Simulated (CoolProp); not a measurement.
Vapour-liquid equilibrium of propane (1) + cyclopropane (2) at 63.95 °C; x and y are mole fractions of (1).

The numbers come from the multi-fluid Helmholtz-energy mixture model, Lemmon 2009 and Polt 1992; pair parameters Bell 2016 in CoolProp. This equation is an older, rougher fit; its heat capacities, sound speeds and derivatives of the liquid may be far off and weren't checked against measurements.

```tsv
x	bubble pressure, mixture model (bar)	bubble pressure, Raoult's law (bar)	y, mixture model	y, Raoult's law
0.05	?	18.53	0.065	0.062
0.125	19.34	18.88	?	0.152
0.2	19.91	19.23	0.242	0.239
0.275	20.43	19.57	0.321	0.322
0.35	20.91	19.92	?	0.403
0.425	21.34	20.27	0.469	0.481
0.5	21.73	20.62	0.539	0.556
0.575	22.07	20.97	0.607	0.629
0.65	22.36	21.32	0.674	0.700
0.725	22.60	21.66	0.741	0.768
0.8	?	22.01	0.809	0.834
0.875	22.90	22.36	?	0.898
0.95	?	22.71	0.950	0.960
```

Problem. Some entries are withheld; supply them.

Solution. 
- 0.05, bubble pressure, mixture model (bar): 18.73
- 0.125, y, mixture model: 0.157
- 0.35, y, mixture model: 0.397
- 0.8, bubble pressure, mixture model (bar): 22.78
- 0.875, y, mixture model: 0.878
- 0.95, bubble pressure, mixture model (bar): 22.95

The largest gap from Raoult's law is +5.4 % in bubble pressure, at x = 0.5. No azeotrope shows between x = 0.05 and 0.95.

Pair parameters are fitted to limited data, so mixtures are less certain than the pure fluids.
